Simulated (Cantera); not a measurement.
Charge: 1 mol SiHCl₃, 0.0059 mol C₂H₂, 69 mol H₂, equilibrated at 0.0520 bar.

Method: chemical equilibrium by Gibbs-energy minimisation in Cantera with the NASA 1993 tables (ideal gas, pure condensed phases). Candidate condensed phases: C, C₆H₆, C₇H₈, C₈H₁₈, Si, SiC; 109 gas species. Mutual solubility and eutectic melting of coexisting phases are not modelled. Gases not in the tables: Si₂H₆ and higher silanes. Rates play no part.

**Question.** Which condensed phases are stable at each of these points (T (K)): 1723, 1823, 1923, 2023, 2123, 2223, 2323?

**Answer.** 
```
T (K)  condensed phases  Si condensed (%)
-----  ----------------  ----------------
1723     Si(l) + SiC(s)              70.1
1823     Si(l) + SiC(s)              72.0
1923     Si(l) + SiC(s)              71.6
2023     Si(l) + SiC(s)              65.9
2123              Si(l)              46.4
2223           gas only               0.0
2323           gas only               0.0
```

From 1723 K to 2023 K the condensed part is Si(l) + SiC(s). At 2123 K the condensed part is Si(l). From 2223 K to 2323 K nothing is condensed.
